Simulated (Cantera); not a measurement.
Mixture: C2H4 : O2 : N2 : H2O = 1 : 5.08 : 16.8 : 1.3 (molar parts), equivalence ratio 0.59, at 500000 Pa, adiabatic and at constant pressure. Ignition delay is the time to a rise of 400 K.

Detailed kinetics in Cantera: GRI-Mech 3.0 (53 species, 325 reactions). GRI-Mech 3.0 was tuned for natural gas; its chemistry of ethylene as a main component is partial and can be far from experiment.

**Question.** Predict: delay at 1000 K; delay at 1150 K; delay at 1300 K; delay at 1450 K; delay at 1600 K; apparent activation energy between 1525 and 1675 K.

**Answer.** 
| Quantity | Value |
|---|---|
| delay at 1000 K | 31.1 ms |
| delay at 1150 K | 1.88 ms |
| delay at 1300 K | 80.3 µs |
| delay at 1450 K | 13.0 µs |
| delay at 1600 K | 5.76 µs |
| apparent activation energy between 1525 and 1675 K | 91 kJ/mol |
